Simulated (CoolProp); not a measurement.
Vapour-liquid equilibrium of acetone (1) + benzene (2) at 71.65 °C; x and y are mole fractions of (1).

Values from CoolProp's multi-fluid Helmholtz-energy mixture model, Lemmon 2006 and Thol 2012; pair parameters Bell 2016.

```json
[
 {"x": "0.05", "bubble pressure, mixture model (MPa)": "0.08524", "bubble pressure, Raoult's law (MPa)": "0.08212", "y, mixture model": "0.131", "y, Raoult's law": "0.102"},
 {"x": "0.2", "bubble pressure, mixture model (MPa)": "0.1044", "bubble pressure, Raoult's law (MPa)": "0.09566", "y, mixture model": "0.388", "y, Raoult's law": "0.351"},
 {"x": "0.35", "bubble pressure, mixture model (MPa)": "0.1197", "bubble pressure, Raoult's law (MPa)": "0.1092", "y, mixture model": "0.549", "y, Raoult's law": "0.538"},
 {"x": "0.5", "bubble pressure, mixture model (MPa)": "0.1326", "bubble pressure, Raoult's law (MPa)": "0.1227", "y, mixture model": "0.671", "y, Raoult's law": "0.684"},
 {"x": "0.65", "bubble pressure, mixture model (MPa)": "0.1441", "bubble pressure, Raoult's law (MPa)": "0.1363", "y, mixture model": "0.775", "y, Raoult's law": "0.801"},
 {"x": "0.8", "bubble pressure, mixture model (MPa)": "0.1547", "bubble pressure, Raoult's law (MPa)": "0.1498", "y, mixture model": "0.872", "y, Raoult's law": "0.896"},
 {"x": "0.95", "bubble pressure, mixture model (MPa)": "0.1647", "bubble pressure, Raoult's law (MPa)": "0.1634", "y, mixture model": "0.968", "y, Raoult's law": "0.976"}
]
```

The largest gap from Raoult's law is +9.6 % in bubble pressure, at x = 0.35. No azeotrope shows between x = 0.05 and 0.95.

Pair parameters are fitted to limited data, so mixtures are less certain than the pure fluids.
